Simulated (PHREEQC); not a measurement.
Consider water at 5 °C with 0.98 mmol/kgw HCl, 0.11 mmol/kgw CuSO4 and 2.1 mmol/kgw Na2SO4. Closed to the air; pH follows from the charge balance.

The numbers come from PHREEQC with the ion-association model, wateq4f.dat.

This is a speciation only: nothing precipitates in the calculation.

Task: Order these S species by the share of S that they hold, largest first: NaSO4-, HSO4-, CuSO4, SO4-2.

Result: SO4-2 (94 %), HSO4- (3.9 %), NaSO4- (1.2 %), CuSO4 (0.78 %)

The pH is 3.08 and the ionic strength 0.00742 mol/kgw. Constants without temperature data keep their 25 °C values here.
